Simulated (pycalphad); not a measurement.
Computed with pycalphad from the COST 507 light-alloy database (1999), at 1 atm. The data set is of 1999 and partly superseded. Diffusion is slow at the low end, where real alloys seldom reach equilibrium.

Molar enthalpy of Ti-84.08Si (wt.%) in equilibrium (SER reference):

```tsv
T (K)	H (kJ/mol)	phases
2600	93.63	liquid
2500	90.72	liquid
2400	87.81	liquid
2300	84.90	liquid
2200	81.99	liquid
2100	79.08	liquid
2000	76.17	liquid
1900	73.26	liquid
1800	70.35	liquid
1750	68.90	liquid
1700	67.45	liquid
1600	16.88	diamond (Si) + SI2TI
1550	15.39	diamond (Si) + SI2TI
1500	13.91	diamond (Si) + SI2TI
1400	10.99	diamond (Si) + SI2TI
1300	8.13	diamond (Si) + SI2TI
1200	5.30	diamond (Si) + SI2TI
1100	2.53	diamond (Si) + SI2TI
1000	-0.19	diamond (Si) + SI2TI
900	-2.86	diamond (Si) + SI2TI
800	-5.48	diamond (Si) + SI2TI
700	-8.05	diamond (Si) + SI2TI
600	-10.54	diamond (Si) + SI2TI
500	-12.97	diamond (Si) + SI2TI
```

Cooling from 1700 K to 1600 K, across the freezing range, releases 50.6 kJ/mol, or 1680 J/g. The slope is 29 J/(mol K) in the liquid and 30 J/(mol K) just below the solidus, where it includes any heat of precipitation. Liquidus 1669 K, solidus 1604 K. Changes were sought between steps of 50 K, so a narrower field can be missed.

Database names, with the compositions (at.%) that they take in these runs: SI2TI: Si 67 Ti 33.
